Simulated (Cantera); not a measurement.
Mixture: 4.10 % CO, 0.139 % H2, 5.33 % CH4, 18.5 % O2, 69.7 % N2, 2.13 % H2O, at 0.340 bar, adiabatic and at constant pressure. Ignition delay is the time to a rise of 400 K.

Cantera simulation using GRI-Mech 3.0 (53 species, 325 reactions); the numbers are that mechanism's predictions, not measurements. Below about 1000 K GRI-Mech 3.0 lacks low-temperature oxidation paths.

Q: Predict: delay at 975 K; delay at 1075 K; delay at 1175 K; delay at 1275 K; delay at 1375 K; apparent activation energy between 1325 and 1425 K.

A: 
- delay at 975 K = 2.49 s
- delay at 1075 K = 0.469 s
- delay at 1175 K = 96.1 ms
- delay at 1275 K = 23.1 ms
- delay at 1375 K = 6.83 ms
- apparent activation energy between 1325 and 1425 K = 170 kJ/mol
